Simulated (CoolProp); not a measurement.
A closed Brayton cycle with carbon dioxide: compressor inlet 314.15 K and 9.7 MPa, high pressure 18.3 MPa, turbine inlet 930 K, compressor efficiency 0.85, turbine efficiency 0.9, recuperator effectiveness 0.95 (on enthalpy, no pinch check). Each further row changes one setting.

Computed with CoolProp (reference Helmholtz-energy equation of state, Span 1996).

| case | thermal efficiency (%) | net work (kJ/kg) | compressor to turbine work | compressor exit (K) | turbine exit (K) |
|---|---|---|---|---|---|
| as stated | 35.5 | 81.6 | 0.17 | 337.5 | 846.7 |
| turbine inlet 880 K | 34.3 | 76.0 | 0.18 | 337.5 | 799.6 |
| compressor inlet 324.15 K | 36.2 | 72.9 | 0.25 | 367.6 | 846.7 |
| high pressure 15.6 MPa | 31.9 | 62.7 | 0.15 | 331.4 | 867.3 |
| recuperator effectiveness 0.5 | 15.9 | 81.6 | 0.17 | 337.5 | 846.7 |
